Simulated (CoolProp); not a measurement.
R1336mzz(Z) at several states: density (kg/m³) from the reference equation and from simpler models built on Tc = 444.5 K, pc = 2904 kPa, ω = 0.386; each cubic takes its own stable root.

Values from CoolProp's reference Helmholtz-energy equation of state, McLinden 2020.

```
T (K)  p (kPa)   phase  reference
-----  -------  ------  ---------
395.5     26.9     gas      1.349
233        188  liquid       1524
205.8     30.6  liquid       1585
486.1      685     gas      29.65
```

**Question.** How far does each simpler model (van der Waals, Redlich-Kwong, Soave-Redlich-Kwong, Peng-Robinson) lie from the reference over these 4 states: mean and median of the absolute difference, and the worst?

**Answer.** 
- van der Waals: mean 36.4 %, median 22.8 %, worst -99.8 % at 205.8 K and 30.6 kPa
- Redlich-Kwong: mean 9.6 %, median 9.5 %, worst -19.1 % at 205.8 K and 30.6 kPa
- Soave-Redlich-Kwong: mean 8.2 %, median 8.0 %, worst -16.6 % at 205.8 K and 30.6 kPa
- Peng-Robinson: mean 3.0 %, median 2.9 %, worst -6.3 % at 205.8 K and 30.6 kPa

At some of these states van der Waals gives the other phase, because its saturation line lies elsewhere.
